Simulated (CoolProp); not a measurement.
The numbers come from the reference Helmholtz-energy equation of state, Leachman 2009 in CoolProp.

### Question
Give the vapour pressure (MPa), vapour density (kg/m³), enthalpy of vaporisation (kJ/kg), surface tension (mN/m) of saturated normal hydrogen at -242.55 °C.

### Answer
```json
[
 {"T (°C)": "-242.55", "p (MPa)": "0.885", "vapour density (kg/m³)": "11.8", "enthalpy of vaporisation (kJ/kg)": "279", "surface tension (mN/m)": "0.264"}
]
```

Surface tension comes from a separate correlation (Mulero 2012).
